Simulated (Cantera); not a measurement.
What does this Cantera script print?

```python
import numpy as np
import cantera as ct

gas_names = """
    CL F NF3 BCL3
""".split()
cond_names = """
    BN(s)
""".split()


# ... load() reads the species with a 1 bar reference pressure and builds the phases ...
species = {s.name: s for s in load("nasa_gas.yaml", gas_names) + load("nasa_condensed.yaml", cond_names)}
# Each term lists the table entries of one substance; the one whose range holds T is used.
reactions = {
    'BN + 3 Cl(g) + 3 F(g) = NF3(g) + BCl3(g)':
        [(-1, ['BN(s)']), (-3, ['CL']), (-3, ['F']), (1, ['NF3']), (1, ['BCL3'])],
}


def pick(names, T):
    return next(species[n] for n in names if species[n].thermo.min_temp <= T <= species[n].thermo.max_temp)


results = []
for label, terms in reactions.items():
    print(label)
    print("     T/K   dH/kJ  dS/(J/K)   dG/kJ   log10 K")
    for T in [300, 1123, 1223, 1323, 1423, 1523, 1623, 1723, 1823, 1923, 2023, 2123]:
        used = [(nu, pick(names, T)) for nu, names in terms]
        dH = sum(nu * s.thermo.h(T) for nu, s in used) / 1e6
        dS = sum(nu * s.thermo.s(T) for nu, s in used) / 1e3
        dG = dH - T * dS / 1e3
        logK = -dG * 1e6 / (ct.gas_constant * T * np.log(10))
        results.append((label, T, dH, dS, dG, logK, [s.name for _, s in used]))
        print(f"{T:8g} {dH:8.1f} {dS:8.1f} {dG:8.1f} {logK:8.2f}")
```

It prints:

```
BN + 3 Cl(g) + 3 F(g) = NF3(g) + BCl3(g)
     T/K   dH/kJ  dS/(J/K)   dG/kJ   log10 K
     300   -885.9   -435.9   -755.1   131.47
    1123   -903.1   -466.8   -378.9    17.62
    1223   -904.4   -467.9   -332.1    14.19
    1323   -905.7   -468.9   -285.3    11.26
    1423   -906.9   -469.8   -238.4     8.75
    1523   -908.0   -470.6   -191.3     6.56
    1623   -909.1   -471.2   -144.3     4.64
    1723   -910.0   -471.8    -97.1     2.94
    1823   -911.0   -472.3    -49.9     1.43
    1923   -911.8   -472.8     -2.6     0.07
    2023   -912.6   -473.2     44.7    -1.15
    2123   -913.4   -473.6     92.0    -2.26
```

Cantera with NASA thermochemical tables; ideal gases at 1 bar, condensed phases pure. Condensed species are held in their standard states even where they would react or evaporate.
